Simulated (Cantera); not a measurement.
An isothermal, constant-pressure homogeneous reactor starts with CH₄ : H₂ : N₂ = 0.0086 : 1 : 0.002 (molar parts), at 1650 K and 17.3 Torr. Integrator tolerance rtol = 1e-08.

Computed with Cantera and GRI-Mech 3.0 (53 species, 325 reactions). GRI-Mech 3.0 stops at C3 and has no aromatics, soot or wall deposition, so with more carbon than oxygen in the feed, carbon stays in small species such as C2H2 where larger ones or solid carbon would form. Radical loss at walls, strong at low pressure, is not modelled.

Problem. What does this change do: CH4 0.0086 to 0.053 parts?

Solution. 
| quantity | before | after |
|---|---|---|
| x(CH₄) at 2.00 s | 0.00617 (gas-phase equilibrium 0.000262) | 0.0167 (gas-phase equilibrium 0.000646) |
| x(H₂) at 2.00 s | 0.990 (gas-phase equilibrium 0.993) | 0.965 (gas-phase equilibrium 0.973) |
| x(C₂H₄) at 2.00 s | 4.57e-6 (gas-phase equilibrium 5.73e-6) | 4.48e-5 (gas-phase equilibrium 3.63e-5) |
| x(C₂H) at 2.00 s | 2.83e-9 (gas-phase equilibrium 9.18e-9) | 3.81e-8 (gas-phase equilibrium 5.99e-8) |
| x(C₂H₂) at 2.00 s | 0.00112 (gas-phase equilibrium 0.00348) | 0.0158 (gas-phase equilibrium 0.0225) |
| x(CH₂) at 2.00 s | 4.03e-8 (gas-phase equilibrium 1.91e-9) | 9.55e-8 (gas-phase equilibrium 4.82e-9) |
